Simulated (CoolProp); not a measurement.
Vapour-liquid equilibrium of R114 (1) + R113 (2) at 310.8 K; x and y are mole fractions of (1).

Computed with CoolProp (multi-fluid Helmholtz-energy mixture model, Platzer 1990 and Marx 1992; pair parameters Bell 2016). This equation is an older, rougher fit; its heat capacities, sound speeds and derivatives of the liquid may be far off and weren't checked against measurements.

| x | bubble pressure (kPa) | y at the bubble point | dew pressure at overall composition x (kPa) | liquid density (mol/L) |
|---|---|---|---|---|
| 0.05 | 83.78 | 0.179 | 74.95 | 8.189 |
| 0.125 | 101.7 | 0.372 | 79.85 | 8.203 |
| 0.2 | 119.8 | 0.509 | 85.42 | 8.216 |
| 0.275 | 138.1 | 0.610 | 91.83 | 8.228 |
| 0.35 | 156.4 | 0.689 | 99.28 | 8.239 |
| 0.425 | 174.7 | 0.751 | 108.0 | 8.249 |
| 0.5 | 193.0 | 0.802 | 118.5 | 8.258 |
| 0.575 | 211.2 | 0.844 | 131.1 | 8.266 |
| 0.65 | 229.5 | 0.880 | 146.8 | 8.272 |
| 0.725 | 247.7 | 0.911 | 166.5 | 8.277 |
| 0.8 | 266.1 | 0.939 | 192.2 | 8.280 |
| 0.875 | 284.6 | 0.963 | 226.7 | 8.281 |
| 0.95 | 303.3 | 0.986 | 274.3 | 8.280 |

No azeotrope shows between x = 0.05 and 0.95.

Pair parameters are fitted to limited data, so mixtures are less certain than the pure fluids.
